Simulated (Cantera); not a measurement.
## Pyrogenic steam for wet oxidation

An isothermal, constant-pressure homogeneous reactor starts with 25.3 % H₂, 32.5 % O₂, 42.2 % N₂, equivalence ratio 0.39, at 1200 K and 0.987 atm.

Model: the H2/O2 subset of GRI-Mech 3.0, which has no nitrogen chemistry, integrated in Cantera. The temperature is held fixed by assumption; the heat of reaction is taken as removed at once.

| t (s) | x H₂ | x O₂ | x HO₂ | x H₂O | x OH |
|---|---|---|---|---|---|
| 1.00e-6 | 0.253 | 0.325 | 6.04e-9 | 1.50e-9 | 6.63e-10 |
| 5.41e-6 | 0.253 | 0.325 | 6.19e-8 | 1.96e-7 | 2.36e-8 |
| 2.93e-5 | 0.108 | 0.261 | 0.000252 | 0.130 | 0.00884 |
| 0.000159 | 0.00216 | 0.227 | 8.25e-5 | 0.287 | 0.000295 |
| 0.000860 | 0.000336 | 0.227 | 1.68e-5 | 0.290 | 7.10e-5 |
| 0.00465 | 1.26e-5 | 0.227 | 7.98e-7 | 0.290 | 2.87e-5 |
| 0.0252 | 3.48e-8 | 0.227 | 3.40e-8 | 0.290 | 1.26e-5 |
| 0.136 | 8.69e-9 | 0.227 | 2.31e-8 | 0.290 | 6.12e-6 |
| 0.739 | 7.79e-9 | 0.227 | 2.42e-8 | 0.290 | 5.21e-6 |
| 4.00 | 7.79e-9 | 0.227 | 2.42e-8 | 0.290 | 5.21e-6 |
x: mole fraction; the columns are a selection and need not sum to one.

Equilibrium at this temperature and pressure: H₂ 7.79e-9, O₂ 0.227, HO₂ 2.42e-8, H₂O 0.290, OH 5.21e-6 (gas phase only).
